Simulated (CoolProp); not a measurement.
The numbers come from the reference Helmholtz-energy equation of state, Lemmon 2004 in CoolProp. It is a short technical equation, of lower accuracy than the large ones.

### Question
Give the vapour pressure (kPa), enthalpy of vaporisation (kJ/kg), vapour Z, liquid viscosity (µPa s) of saturated n-dodecane at 181.85 °C.

### Answer
```
T (°C)  p (kPa)  enthalpy of vaporisation (kJ/kg)  vapour Z  liquid viscosity (µPa s)
------  -------  --------------------------------  --------  ------------------------
181.85     41.3                               277     0.962                       252
```

Viscosity comes from a separate model (Huber 2004).
